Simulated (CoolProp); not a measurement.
The numbers come from the reference Helmholtz-energy equation of state, Wagner 2002 in CoolProp.

Q: For water, give the phase and the density (kg/m³), Prandtl number at 497.75 °C and 176 bar; 236.45 °C and 70 bar.

A: 
- 497.75 °C and 176 bar: gas; density 58.2, Prandtl number 1.07
- 236.45 °C and 70 bar: liquid; density 822, Prandtl number 0.844

Viscosity comes from a separate model (Huber 2009). Thermal conductivity comes from a separate model (Huber 2012).
